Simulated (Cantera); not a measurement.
A Cantera script and what it prints.

```python
import numpy as np
import cantera as ct

gas_names = """
    H2O N2O H2 ZrO2 O2 N
""".split()
cond_names = """
    ZrN(s) ZrN(L) ZrO2(a) ZrO2(b) ZrO2(L) Zr(a) Zr(b) Zr(L)
""".split()


def load(file, names, dense=False):
    # The tables refer to 1 bar. Condensed volumes are neglected.
    table = {s.name: s for s in ct.Species.list_from_file(file)}
    out = []
    for n in names:
        d = dict(table[n].input_data)
        d["thermo"] = dict(d["thermo"], **{"reference-pressure": 1e5})
        if dense:
            d["equation-of-state"] = {"model": "constant-volume", "density": "1e6 g/cm^3"}
        out.append(ct.Species.from_dict(d))
    return out


species = {s.name: s for s in load("nasa_gas.yaml", gas_names) + load("nasa_condensed.yaml", cond_names)}
# Each term lists the table entries of one substance; the one whose range holds T is used.
reactions = {
    '2 ZrN + 5 H2O(g) = N2O(g) + 2 ZrO2 + 5 H2(g)':
        [(-2, ['ZrN(s)', 'ZrN(L)']), (-5, ['H2O']), (1, ['N2O']), (2, ['ZrO2(a)', 'ZrO2(b)', 'ZrO2(L)']), (5, ['H2'])],
    'Zr + 2 H2O(g) = 2 H2(g) + ZrO2(g)':
        [(-1, ['Zr(a)', 'Zr(b)', 'Zr(L)']), (-2, ['H2O']), (2, ['H2']), (1, ['ZrO2'])],
    'O2(g) + ZrN = ZrO2 + N(g)':
        [(-1, ['O2']), (-1, ['ZrN(s)', 'ZrN(L)']), (1, ['ZrO2(a)', 'ZrO2(b)', 'ZrO2(L)']), (1, ['N'])],
}


def pick(names, T):
    return next(species[n] for n in names if species[n].thermo.min_temp <= T <= species[n].thermo.max_temp)


results = []
for label, terms in reactions.items():
    print(label)
    print("     T/K   dH/kJ  dS/(J/K)   dG/kJ   log10 K")
    for T in [300, 1148, 1348, 1548, 1748, 1948, 2148, 2348, 2548, 2748, 2948]:
        used = [(nu, pick(names, T)) for nu, names in terms]
        dH = sum(nu * s.thermo.h(T) for nu, s in used) / 1e6
        dS = sum(nu * s.thermo.s(T) for nu, s in used) / 1e3
        dG = dH - T * dS / 1e3
        logK = -dG * 1e6 / (ct.gas_constant * T * np.log(10))
        results.append((label, T, dH, dS, dG, logK, [s.name for _, s in used]))
        print(f"{T:8g} {dH:8.1f} {dS:8.1f} {dG:8.1f} {logK:8.2f}")
```

Output:

```
2 ZrN + 5 H2O(g) = N2O(g) + 2 ZrO2 + 5 H2(g)
     T/K   dH/kJ  dS/(J/K)   dG/kJ   log10 K
     300   -173.6    -47.5   -159.4    27.75
    1148   -129.9     23.2   -156.5     7.12
    1348   -122.3     29.3   -161.8     6.27
    1548   -104.7     41.3   -168.7     5.69
    1748   -101.9     43.1   -177.2     5.29
    1948   -100.5     43.8   -185.9     4.98
    2148   -100.4     43.9   -194.6     4.73
    2348   -101.4     43.4   -203.4     4.52
    2548   -103.4     42.6   -212.0     4.35
    2748   -106.3     41.5   -220.4     4.19
    2948   -110.1     40.2   -228.6     4.05
Zr + 2 H2O(g) = 2 H2(g) + ZrO2(g)
     T/K   dH/kJ  dS/(J/K)   dG/kJ   log10 K
     300    197.5    118.7    161.9   -28.19
    1148    200.7    128.5     53.2    -2.42
    1348    201.0    128.8     27.5    -1.06
    1548    200.7    128.5      1.7    -0.06
    1748    199.7    127.9    -23.9     0.72
    1948    197.9    127.0    -49.4     1.33
    2148    174.3    115.8    -74.5     1.81
    2348    170.2    114.0    -97.5     2.17
    2548    165.9    112.2   -120.1     2.46
    2748    161.4    110.5   -142.4     2.71
    2948    156.7    108.9   -164.3     2.91
O2(g) + ZrN = ZrO2 + N(g)
     T/K   dH/kJ  dS/(J/K)   dG/kJ   log10 K
     300   -259.5    -40.3   -247.4    43.08
    1148   -251.5    -27.5   -219.8    10.00
    1348   -249.8    -26.2   -214.5     8.31
    1548   -242.6    -21.3   -209.6     7.07
    1748   -242.5    -21.3   -205.4     6.14
    1948   -242.8    -21.4   -201.1     5.39
    2148   -243.5    -21.7   -196.8     4.79
    2348   -244.6    -22.2   -192.4     4.28
    2548   -246.0    -22.8   -187.9     3.85
    2748   -247.8    -23.5   -183.3     3.48
    2948   -249.9    -24.2   -178.5     3.16
```

Cantera with NASA thermochemical tables; ideal gases at 1 bar, condensed phases pure. ZrN: taken at fixed stoichiometry. Condensed species are held in their standard states even where they would react or evaporate.
